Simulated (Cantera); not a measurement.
# Thermodynamics of titanium nitride, carbide and oxide coatings, feed Ti(OiPr)4 + H2O + O2

Feed: 1 mol Ti(OiPr)4, 28 mol H2O, 1 mol O2, held at 0.570 bar.

Equilibrium computed with Cantera from the NASA thermochemical tables; the gas is ideal and each condensed phase is pure. Candidate condensed phases: C, C6H6, C7H8, C8H18, H2O, Ti, TiC, TiO, TiO2, Ti2O3, Ti3O5, Ti4O7; 113 gas species. The feed counts by its element totals alone. Condensed phases not in the tables: Magnéli phases beyond Ti4O7. Gases not in the tables: TiO(OH)2. Equilibrium is a limit: real reactors are often held back by kinetics, nucleation or transport.

From 1573 K to 2023 K the condensed part is TiO2(rutile). From 2073 K to 2173 K the condensed part is Ti4O7(l).

```json
[
 {"T (K)": "1573", "log p H2": "-0.59", "log p H2O": "-0.73", "log p CO": "-0.99", "log p CO2": "-1.60", "log p H": "-4.69", "log p OH": "-6.27", "log p TiO2": "-11.00", "log p O": "-10.44", "n TiO2(rutile)": "1.00", "n Ti4O7(l)": "0"},
 {"T (K)": "1623", "log p H2": "-0.59", "log p H2O": "-0.73", "log p CO": "-0.99", "log p CO2": "-1.62", "log p H": "-4.46", "log p OH": "-5.97", "log p TiO2": "-10.37", "log p O": "-9.92", "n TiO2(rutile)": "1.00", "n Ti4O7(l)": "0"},
 {"T (K)": "1673", "log p H2": "-0.59", "log p H2O": "-0.73", "log p CO": "-0.98", "log p CO2": "-1.64", "log p H": "-4.24", "log p OH": "-5.69", "log p TiO2": "-9.78", "log p O": "-9.43", "n TiO2(rutile)": "1.00", "n Ti4O7(l)": "0"},
 {"T (K)": "1723", "log p H2": "-0.59", "log p H2O": "-0.72", "log p CO": "-0.98", "log p CO2": "-1.66", "log p H": "-4.04", "log p OH": "-5.43", "log p TiO2": "-9.23", "log p O": "-8.97", "n TiO2(rutile)": "1.00", "n Ti4O7(l)": "0"},
 {"T (K)": "1773", "log p H2": "-0.60", "log p H2O": "-0.72", "log p CO": "-0.98", "log p CO2": "-1.67", "log p H": "-3.84", "log p OH": "-5.18", "log p TiO2": "-8.70", "log p O": "-8.53", "n TiO2(rutile)": "1.00", "n Ti4O7(l)": "0"},
 {"T (K)": "1823", "log p H2": "-0.60", "log p H2O": "-0.72", "log p CO": "-0.97", "log p CO2": "-1.69", "log p H": "-3.66", "log p OH": "-4.94", "log p TiO2": "-8.21", "log p O": "-8.12", "n TiO2(rutile)": "1.000", "n Ti4O7(l)": "0"},
 {"T (K)": "1873", "log p H2": "-0.60", "log p H2O": "-0.72", "log p CO": "-0.97", "log p CO2": "-1.70", "log p H": "-3.49", "log p OH": "-4.72", "log p TiO2": "-7.74", "log p O": "-7.73", "n TiO2(rutile)": "1.000", "n Ti4O7(l)": "0"},
 {"T (K)": "1923", "log p H2": "-0.60", "log p H2O": "-0.72", "log p CO": "-0.97", "log p CO2": "-1.72", "log p H": "-3.33", "log p OH": "-4.51", "log p TiO2": "-7.30", "log p O": "-7.36", "n TiO2(rutile)": "1.000", "n Ti4O7(l)": "0"},
 {"T (K)": "1973", "log p H2": "-0.60", "log p H2O": "-0.72", "log p CO": "-0.97", "log p CO2": "-1.73", "log p H": "-3.17", "log p OH": "-4.31", "log p TiO2": "-6.88", "log p O": "-7.01", "n TiO2(rutile)": "1.000", "n Ti4O7(l)": "0"},
 {"T (K)": "2023", "log p H2": "-0.60", "log p H2O": "-0.71", "log p CO": "-0.96", "log p CO2": "-1.75", "log p H": "-3.02", "log p OH": "-4.12", "log p TiO2": "-6.49", "log p O": "-6.68", "n TiO2(rutile)": "1.000", "n Ti4O7(l)": "0"},
 {"T (K)": "2073", "log p H2": "-0.61", "log p H2O": "-0.71", "log p CO": "-0.96", "log p CO2": "-1.75", "log p H": "-2.88", "log p OH": "-3.93", "log p TiO2": "-6.12", "log p O": "-6.35", "n TiO2(rutile)": "0", "n Ti4O7(l)": "0.250"},
 {"T (K)": "2123", "log p H2": "-0.61", "log p H2O": "-0.71", "log p CO": "-0.96", "log p CO2": "-1.76", "log p H": "-2.75", "log p OH": "-3.76", "log p TiO2": "-5.81", "log p O": "-6.05", "n TiO2(rutile)": "0", "n Ti4O7(l)": "0.250"},
 {"T (K)": "2173", "log p H2": "-0.61", "log p H2O": "-0.71", "log p CO": "-0.96", "log p CO2": "-1.77", "log p H": "-2.62", "log p OH": "-3.59", "log p TiO2": "-5.52", "log p O": "-5.76", "n TiO2(rutile)": "0", "n Ti4O7(l)": "0.250"}
]
```
log p: log10 of the partial pressure in bar; n: condensed amount in mol.
